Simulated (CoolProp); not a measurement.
Vapour-liquid equilibrium of carbon dioxide (1) + CH2F2 (R32) (2) at 0.914 MPa; x and y are mole fractions of (1).

Values from CoolProp's multi-fluid Helmholtz-energy mixture model, Span 1996 and Tillner-Roth 1997; pair parameters Bell 2016.

```
x     bubble temperature, mixture model (°C)  bubble temperature, Raoult's law (°C)  y, mixture model  y, Raoult's law
----  --------------------------------------  -------------------------------------  ----------------  ---------------
0.05                                    -0.8                                   -1.1             0.155            0.185
0.15                                    -8.8                                   -9.3             0.399            0.444
0.25                                   -15.6                                  -15.8             0.569            0.611
0.35                                   -21.2                                  -21.3             0.688            0.725
0.45                                   -25.9                                  -25.9             0.774            0.806
0.55                                   -29.8                                  -29.8             0.838            0.864
0.65                                   -33.3                                  -33.3             0.887            0.909
0.75                                   -36.2                                  -36.3             0.926            0.943
0.85                                   -38.9                                  -39.0             0.959            0.970
0.95                                   -41.4                                  -41.4             0.987            0.991
```

The largest gap from Raoult's law is +0.5 K in bubble temperature, at x = 0.15. No azeotrope shows between x = 0.05 and 0.95.

The pair parameters rest on a limited set of measurements; away from them the model extrapolates.
